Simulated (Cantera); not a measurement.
A closed system holds: 1 mol CHF₃, a varied amount of HCl, held at 1423.15 K and 22.0 Pa.

These are equilibrium values from Cantera (NASA tables, ideal gas, pure condensed phases), not measurements of a reactor. Candidate condensed phases: C, C₆H₆, C₇H₈, C₈H₁₈; 118 gas species. Gases not in the tables: C₂F₆ and larger saturated fluorocarbons. Equilibrium is a limit: real reactors are often held back by kinetics, nucleation or transport.

Task: What share of the C ends up in condensed phases as a function of n(HCl) (mol), at 0.22, 0.29, 0.37, 0.49, 0.64, 0.84, 1.1, 1.4, 1.9?

Result: 
| n(HCl) (mol) | C condensed (%) | as |
|---|---|---|
| 0.22 | 55.1 | C(graphite) |
| 0.29 | 56.8 | C(graphite) |
| 0.37 | 58.7 | C(graphite) |
| 0.49 | 61.5 | C(graphite) |
| 0.64 | 65.0 | C(graphite) |
| 0.84 | 69.6 | C(graphite) |
| 1.1 | 75.6 | C(graphite) |
| 1.4 | 82.4 | C(graphite) |
| 1.9 | 93.1 | C(graphite) |
